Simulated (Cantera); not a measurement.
What does this Cantera script print?

```python
import numpy as np
import cantera as ct

gas_names = """
    AL ALH ALO ALOH ALO2 ALO2H AL2 AL2O AL2O2 H HALO HO2 H2 H2O H2O2 O OH O2 O3
""".split()
cond_names = """
    AL(cr) AL(L) AL2O3(a) AL2O3(L) H2O(s) H2O(L)
""".split()


# ... load() reads the species with a 1 bar reference pressure and builds the phases ...
atoms = {
    'Al': {'AL': 1},
    'H2O': {'H': 2, 'O': 1},
    'H2': {'H': 2},
}
top_T = {}  # K; cautious upper limits of use, not melting points


# ... equilibrate(T, P, feed) seeds the gas with the atoms and calls Mixture.equilibrate('TP', solver="vcs", rtol=1e-11, max_steps=5000) ...
results = []
feed = {'Al': 1, 'H2O': 0.29, 'H2': 660}  # mol
P = 580  # Pa
for T in [650, 750, 850, 950, 1050, 1150, 1250, 1350, 1450, 1550, 1650, 1750, 1850, 1950]:
    mix = equilibrate(T, P, feed)
    results.append((T, P, feed, dict(zip(mix.species_names, mix.species_moles))))

top = {s: max(r[3][s] / sum(r[3][g] for g in gas_names) for r in results) for s in gas_names}
cols = sorted((s for s in top if top[s] > 0.0001), key=lambda s: -top[s])[:8]
seen = [c for c in cond_names if any(r[3].get(c, 0) > 1e-12 for r in results)]
print("log10 of partial pressures in bar; condensed amounts in mol")
print(f"{'T/K':>10s}" + "".join(f"{s[:9]:>10s}" for s in cols + seen))
for T, P, feed, n in results:
    ng = sum(n[g] for g in gas_names)
    print(f"{T:10.4g}" + "".join(f"{np.log10(max(n[s] / ng * P / 1e5, 1e-99)):10.3f}" for s in cols)
          + "".join(f"{n.get(c, 0):10.4g}" for c in seen))
```

It prints:

```
log10 of partial pressures in bar; condensed amounts in mol
       T/K        H2         H        AL      AL2O       H2O    AL(cr)     AL(L)  AL2O3(a)
       650    -2.237   -15.980   -19.434   -23.033   -24.668    0.8067         0   0.09667
       750    -2.237   -13.618   -15.927   -18.663   -21.319    0.8067         0   0.09667
       850    -2.237   -11.807   -13.252   -15.338   -18.767    0.8067         0   0.09667
       950    -2.237   -10.373   -11.158   -12.741   -16.751         0    0.8067   0.09667
      1050    -2.237    -9.209    -9.516   -10.715   -15.093         0    0.8066   0.09667
      1150    -2.237    -8.245    -8.165    -9.052   -13.727         0    0.8053   0.09663
      1250    -2.237    -7.434    -7.034    -7.663   -12.582         0    0.7897   0.09584
      1350    -2.237    -6.741    -6.074    -6.488   -11.610         0    0.6443   0.08432
      1450    -2.237    -6.143    -5.407    -5.691   -10.670         0         0   0.01924
      1550    -2.237    -5.620    -5.371    -5.727    -9.490         0         0   0.02532
      1650    -2.238    -5.160    -5.343    -5.765    -8.455         0         0   0.03087
      1750    -2.238    -4.753    -5.320    -5.803    -7.540         0         0   0.03461
      1850    -2.240    -4.389    -5.297    -5.835    -6.729         0         0   0.03113
      1950    -2.244    -4.063    -5.255    -5.846    -6.028         0         0         0
```

Cantera equilibrium calculation (NASA polynomials, part measured and part estimated; ideal gas, pure solids and liquids). Mutual solubility and eutectic melting of coexisting phases are not modelled. The tables' values for AlOH are old estimates; treat these amounts as uncertain.
